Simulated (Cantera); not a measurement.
A closed system holds: 1 mol Si(CH3)4, 0.014 mol CH4, 24 mol H2, held at 750 Torr.

These are equilibrium values from Cantera (NASA tables, ideal gas, pure condensed phases), not measurements of a reactor. Candidate condensed phases: C, C6H6, C7H8, C8H18, Si, SiC; 87 gas species. Gases not in the tables: Si2H6 and higher silanes. Kinetics and transport are ignored.

x: gas mole fraction; n: condensed amount in mol.

```csv
T (K),x H2,x H,x CH4,x C2H2 (acetylene),x Si,x SiH,x SiH2,n C(graphite),n SiC(s)
1248,0.989,4.64e-7,0.0109,2.41e-7,<1e-12,<1e-12,6.66e-11,2.69,1.00
1348,0.994,2.31e-6,0.00577,1.20e-6,<1e-12,4.55e-12,6.34e-10,2.84,1.00
1448,0.997,9.20e-6,0.00331,4.74e-6,1.73e-11,6.91e-11,4.40e-9,2.91,1.00
1548,0.998,?,?,?,?,?,?,2.95,1.000
1648,0.999,8.90e-5,0.00134,4.47e-5,3.18e-9,5.84e-9,1.04e-7,2.97,1.000
1748,0.999,0.000228,0.000917,0.000113,2.74e-8,3.65e-8,3.86e-7,2.98,1.000
1848,0.999,0.000530,0.000657,0.000257,1.87e-7,1.86e-7,1.24e-6,2.98,1.000
1948,0.998,0.00113,0.000487,0.000538,1.05e-6,8.03e-7,3.52e-6,2.97,1.000
2048,0.996,0.00224,0.000372,0.00104,4.93e-6,2.99e-6,9.00e-6,2.94,0.999
2148,0.994,?,?,?,?,?,?,2.89,0.998
2248,0.989,0.00731,0.000232,0.00328,7.20e-5,2.89e-5,4.55e-5,2.81,0.995
2348,0.982,0.0122,0.000188,0.00536,0.000231,7.74e-5,9.16e-5,2.69,0.985
2448,0.970,0.0196,0.000154,0.00839,0.000675,0.000190,0.000173,2.52,0.959
```

Problem. Some entries are withheld; supply them.

Solution. 
- 2148, x H: 0.00415
- 2148, x CH4: 0.000291
- 2148, x C2H2 (acetylene): 0.00190
- 2148, x Si: 2.01e-5
- 2148, x SiH: 9.82e-6
- 2148, x SiH2: 2.11e-5
- 1548, x H: 3.08e-5
- 1548, x CH4: 0.00204
- 1548, x C2H2 (acetylene): 1.57e-5
- 1548, x Si: 2.78e-10
- 1548, x SiH: 7.35e-10
- 1548, x SiH2: 2.38e-8
